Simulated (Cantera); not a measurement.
A closed system holds: 1 mol Al, 0.004 mol O2, 83 mol H2, equilibrated at 133 Pa.

Cantera equilibrium calculation (NASA polynomials, part measured and part estimated; ideal gas, pure solids and liquids). Candidate condensed phases: Al, Al2O3, H2O; 19 gas species. Mutual solubility and eutectic melting of coexisting phases are not modelled. Kinetics and transport are ignored.

**Question.** Which condensed phases are stable at each of these points (T (°C)): 675, 825, 975, 1125, 1275, 1425, 1575, 1725?

**Answer.** 
```
T (°C)  condensed phases  Al condensed (%)
------  ----------------  ----------------
675     Al(l) + Al2O3(s)             100.0
825     Al(l) + Al2O3(s)             100.0
975     Al(l) + Al2O3(s)              99.1
1125               Al(l)              83.9
1275            gas only               0.0
1425            gas only               0.0
1575            gas only               0.0
1725            gas only               0.0
```

From 675 °C to 975 °C the condensed part is Al(l) + Al2O3(s). At 1125 °C the condensed part is Al(l). From 1275 °C to 1725 °C nothing is condensed.
